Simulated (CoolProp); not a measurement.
R236FA along the isobar 101 kPa: Z from the reference equation and from simpler models built on Tc = 124.9 °C, pc = 3191 kPa, ω = 0.377; each cubic takes its own stable root.

The numbers come from the reference Helmholtz-energy equation of state, Pan 2012 in CoolProp.

| T (°C) | phase | reference |
|---|---|---|
| -28.75 | liquid | 0.004945 |
| -24.95 | liquid | 0.004905 |
| -21.05 | liquid | 0.004866 |
| -17.25 | liquid | 0.004830 |
| -13.45 | liquid | 0.004796 |
| -9.65 | liquid | 0.004764 |
| -5.75 | liquid | 0.004733 |
| 1.85 | gas | 0.9558 |
| 5.65 | gas | 0.9581 |
| 9.55 | gas | 0.9603 |
| 13.35 | gas | 0.9622 |
| 17.15 | gas | 0.9641 |
| 20.95 | gas | 0.9658 |
| 24.85 | gas | 0.9675 |

Question: How far does each simpler model (Redlich-Kwong, Soave-Redlich-Kwong) lie from the reference over these 14 states: mean and median of the absolute difference, and the worst?

Answer: 
- Redlich-Kwong: mean 7141.2 %, median 8.8 %, worst +20320.5 % at -5.75 °C and 101 kPa
- Soave-Redlich-Kwong: mean 5.6 %, median 5.7 %, worst +10.7 % at -28.75 °C and 101 kPa

At some of these states Redlich-Kwong gives the other phase, because its saturation line lies elsewhere.
